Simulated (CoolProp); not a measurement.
Properties of normal hydrogen along the isobar 225 kPa (Tc = -240.0 °C, pc = 1296 kPa, ω = -0.219).

Values from CoolProp's reference Helmholtz-energy equation of state, Leachman 2009.

```csv
T (°C),phase,density (kg/m³),Joule-Thomson coefficient (K/MPa),isothermal compressibility (1/MPa),Prandtl number,fugacity coefficient
-246.35,gas,2.278,12.22,[?],[?],[?]
-203.45,gas,0.7871,[?],4.470,0.666,0.9944
-160.45,gas,0.4839,0.9707,4.443,[?],1.000
-117.45,gas,0.3499,[?],4.438,0.687,1.001
-74.55,gas,0.2743,0.008043,4.438,0.686,1.002
-31.55,gas,0.2255,-0.1637,4.438,0.686,1.001
11.35,gas,0.1915,-0.2730,4.438,0.685,1.001
54.35,gas,0.1664,-0.3492,4.439,0.684,1.001
97.25,gas,0.1471,[?],4.439,0.684,1.001
```

Question: Fill in the missing entries.

Answer: 
- -246.35, isothermal compressibility (1/MPa): 5.033
- -246.35, Prandtl number: 0.708
- -246.35, fugacity coefficient: 0.9036
- -203.45, Joule-Thomson coefficient (K/MPa): 2.749
- -160.45, Prandtl number: 0.681
- -117.45, Joule-Thomson coefficient (K/MPa): 0.3136
- 97.25, Joule-Thomson coefficient (K/MPa): -0.4051

Viscosity comes from a separate model (Muzny 2013). Thermal conductivity comes from a separate model (Assael 2011).
